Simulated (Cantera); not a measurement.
Thermodynamics of silicon carbide growth, feed SiF4 + C3H8 + H2

Charge: 1 mol SiF4, 0.048 mol C3H8, 460 mol H2, at 1125 K and 1.33 mbar.

Method: chemical equilibrium by Gibbs-energy minimisation in Cantera with the NASA 1993 tables (ideal gas, pure condensed phases). Candidate condensed phases: C, C6H6, C7H8, C8H18, Si, SiC; 113 gas species. The tables' values for SiF3 are old estimates; treat these amounts as uncertain. The numbers say what is thermodynamically allowed, not how fast it happens.

x(H2): 0.997
x(SiF4): 0.00194
x(HF): 0.000733
x(CH4): 3.83e-5
x(SiHF3): 3.50e-5
x(SiF3): 2.85e-5
x(H): 1.22e-6
n(C(graphite)): 0.0493 mol
n(SiC(s)): 0.0770 mol
gas amount: 461.3 mol
log10 activity of Si(s) (absent): -2.99
